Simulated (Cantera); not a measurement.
Cantera run:

```python
import numpy as np
import cantera as ct

gas_names = """
    KCL K CL CL2
""".split()
cond_names = """

""".split()


# ... load() reads the species with a 1 bar reference pressure and builds the phases ...
species = {s.name: s for s in load("nasa_gas.yaml", gas_names) + load("nasa_condensed.yaml", cond_names)}
# Each term lists the table entries of one substance; the one whose range holds T is used.
reactions = {
    'KCl(g) = K(g) + Cl(g)':
        [(-1, ['KCL']), (1, ['K']), (1, ['CL'])],
    'Cl2(g) + 2 K(g) = 2 KCl(g)':
        [(-1, ['CL2']), (-2, ['K']), (2, ['KCL'])],
}


def pick(names, T):
    return next(species[n] for n in names if species[n].thermo.min_temp <= T <= species[n].thermo.max_temp)


results = []
for label, terms in reactions.items():
    print(label)
    print("     T/K   dH/kJ  dS/(J/K)   dG/kJ   log10 K")
    for T in [300, 2423, 2448, 2473, 2498, 2523, 2548, 2573, 2598, 2623, 2648, 2673]:
        used = [(nu, pick(names, T)) for nu, names in terms]
        dH = sum(nu * s.thermo.h(T) for nu, s in used) / 1e6
        dS = sum(nu * s.thermo.s(T) for nu, s in used) / 1e3
        dG = dH - T * dS / 1e3
        logK = -dG * 1e6 / (ct.gas_constant * T * np.log(10))
        results.append((label, T, dH, dS, dG, logK, [s.name for _, s in used]))
        print(f"{T:8g} {dH:8.1f} {dS:8.1f} {dG:8.1f} {logK:8.2f}")
```

Output:

```
KCl(g) = K(g) + Cl(g)
     T/K   dH/kJ  dS/(J/K)   dG/kJ   log10 K
     300    425.0     86.5    399.1   -69.48
    2423    434.5     97.1    199.3    -4.30
    2448    434.6     97.1    196.9    -4.20
    2473    434.6     97.1    194.4    -4.11
    2498    434.7     97.2    192.0    -4.01
    2523    434.8     97.2    189.6    -3.92
    2548    434.9     97.2    187.1    -3.84
    2573    435.0     97.3    184.7    -3.75
    2598    435.1     97.3    182.3    -3.66
    2623    435.2     97.3    179.8    -3.58
    2648    435.2     97.4    177.4    -3.50
    2673    435.3     97.4    175.0    -3.42
Cl2(g) + 2 K(g) = 2 KCl(g)
     T/K   dH/kJ  dS/(J/K)   dG/kJ   log10 K
     300   -607.4    -65.6   -587.7   102.32
    2423   -613.2    -71.4   -440.3     9.49
    2448   -613.3    -71.4   -438.5     9.36
    2473   -613.4    -71.4   -436.7     9.22
    2498   -613.5    -71.5   -434.9     9.09
    2523   -613.6    -71.5   -433.1     8.97
    2548   -613.7    -71.6   -431.3     8.84
    2573   -613.8    -71.6   -429.5     8.72
    2598   -613.9    -71.7   -427.7     8.60
    2623   -614.0    -71.7   -426.0     8.48
    2648   -614.2    -71.8   -424.2     8.37
    2673   -614.3    -71.8   -422.4     8.25
```

Cantera with NASA thermochemical tables; ideal gases at 1 bar, condensed phases pure. Condensed species are held in their standard states even where they would react or evaporate.
